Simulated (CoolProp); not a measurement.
Saturation properties of n-dodecane (Tc = 658.1 K, pc = 1818 kPa, ω = 0.574).

The numbers come from the reference Helmholtz-energy equation of state, Lemmon 2004 in CoolProp. It is a short technical equation, of lower accuracy than the large ones.

```csv
T (K),p (kPa),vapour density (kg/m³),liquid cp (kJ/(kg K)),liquid viscosity (µPa s),liquid conductivity (mW/(m K))
522.1,207.9,9.275,3.107,152,88.8
525.9,224.5,10.02,3.124,147,88.1
529.7,242.0,10.81,3.141,143,87.4
533.5,260.7,11.66,3.159,139,86.7
537.3,280.4,12.57,3.177,135,85.9
541.1,301.3,13.53,3.195,131,85.2
544.9,323.3,14.56,3.213,127,84.5
548.6,346.0,15.63,3.232,123,83.8
552.4,370.5,16.80,3.251,119,83.1
556.2,396.3,18.04,3.270,115,82.4
560,423.6,19.37,3.290,112,81.7
```

It boils at 489.4 K under 1 atm.

Viscosity comes from a separate model (Huber 2004). Thermal conductivity comes from a separate model (Huber 2004).
